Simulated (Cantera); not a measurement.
Input: 1 mol CCl₄, at 3573 K and 250 Pa.

Equilibrium computed with Cantera from the NASA thermochemical tables; the gas is ideal and each condensed phase is pure. Candidate condensed phases: C; 14 gas species. The tables' values for CCl are old estimates; treat these amounts as uncertain. The numbers say what is thermodynamically allowed, not how fast it happens.

Base state: Cl 0.826, C 0.151, C₂ 0.0137, C₃ 0.00934, CCl 4.46e-5 (mole fractions); condensed: gas only.

What changes in the equilibrium state with this change: temperature from 3573 K to 2673 K?


```
species            before     after
----------------  -------  --------
Cl                  0.826     0.997
C₃                0.00934   0.00245
C                   0.151  0.000615
C₂                 0.0137  0.000233
Cl₂               3.57e-6   9.55e-5
CCl               4.46e-5   1.17e-5
C₅                4.36e-6   1.48e-5
C(graphite), mol        0     0.966
```
